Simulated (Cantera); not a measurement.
Gas mixture: 42.6 % C2H2, 39.3 % H2O, 18.0 % C2H4, at 0.160 bar, frozen composition.

Cantera's kinetic-theory transport with the Lennard-Jones parameters of GRI-Mech 3.0, ideal gas; thermal conductivity in the multicomponent form. Polar gases are described roughly by these parameters. The composition is frozen, though it would react at the higher temperatures.

D: mixture-averaged diffusion coefficient of that species in the mixture.

| T (K) | ρ (kg/m³) | cp (J/kg/K) | μ (µPa s) | λ (mW/m/K) | Pr | D (cm²/s) H2 | D (cm²/s) NH3 | D (cm²/s) N2 |
|---|---|---|---|---|---|---|---|---|
| 400 | 0.112 | 1910 | 13.7 | 37.0 | 0.708 | ___ | 1.96 | 2.00 |
| 600 | 0.0746 | 2231 | 19.8 | 61.9 | 0.714 | ___ | 4.33 | 4.12 |
| 800 | 0.0559 | 2470 | 25.3 | 86.9 | 0.721 | ___ | 7.46 | 6.79 |
| 1000 | 0.0447 | 2674 | 30.4 | 112 | 0.726 | ___ | 11.2 | 9.95 |
| 1200 | 0.0373 | 2845 | 35.1 | 137 | 0.730 | ___ | 15.6 | 13.5 |
| 1400 | 0.0320 | 2987 | 39.5 | 161 | 0.732 | ___ | 20.5 | 17.6 |

Question: What belongs in the gaps?

Answer: 
- 400, D (cm²/s) H2: 7.34
- 600, D (cm²/s) H2: 14.8
- 800, D (cm²/s) H2: 24.0
- 1000, D (cm²/s) H2: 35.0
- 1200, D (cm²/s) H2: 47.4
- 1400, D (cm²/s) H2: 61.3
